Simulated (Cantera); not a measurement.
Charge: 1 mol Si, 3.1 mol Cl2, 10 mol N2, 5 mol NF3, equilibrated at 550 °C and 0.000200 bar.

These are equilibrium values from Cantera (NASA tables, ideal gas, pure condensed phases), not measurements of a reactor. Kinetics and transport are ignored.

```json
[
 {"species": "N2", "before": "0.525", "after": "0.542"},
 {"species": "ClF", "before": "0.261", "after": "0.269"},
 {"species": "F", "before": "0.143", "after": "0.0842"},
 {"species": "F2", "before": "0.0295", "after": "0.0617"},
 {"species": "SiF4", "before": "0.0420", "after": "0.0434"},
 {"species": "NF3", "before": "8.57e-6", "after": "0.000158"}
]
```
Gas species are given as mole fractions.

Task: Name the change that produced these shifts.
A. Cl2 from 3.1 to 5.4 mol
B. pressure from 0.000200 bar to 0.0133 bar
C. pressure from 0.000200 bar to 0.00120 bar
D. temperature from 550 °C to 400 °C

Result: C, pressure from 0.000200 bar to 0.00120 bar
